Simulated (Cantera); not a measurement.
Charge: 1 mol Si3N4, 0.28 mol O2, 920 mol N2, 2.1 mol CO2, equilibrated at 1425 K and 20.0 Pa.

Method: chemical equilibrium by Gibbs-energy minimisation in Cantera with the NASA 1993 tables (ideal gas, pure condensed phases). Candidate condensed phases: C, Si, SiC, SiO2, Si2N2O, Si3N4; 34 gas species. The numbers say what is thermodynamically allowed, not how fast it happens.

Base state: N2 0.995, SiO 0.00251, CO 0.00227 (mole fractions); condensed: Si2N2O(s).

What changes in the equilibrium state with this change: pressure from 20.0 Pa to 16000 Pa?


```csv
species,before,after
N2,0.995,0.998
CO,0.00227,0.00227
SiO,0.00251,3.08e-6
"Si2N2O(s), mol",0.340,1.11
"SiO2(β-quartz), mol",0,0.772
```
Mutual solubility and eutectic melting of coexisting phases are not modelled. The tables hold silica as quartz up to 1696 K and as liquid above; real silica turns to tridymite and cristobalite and melts near 1996 K.
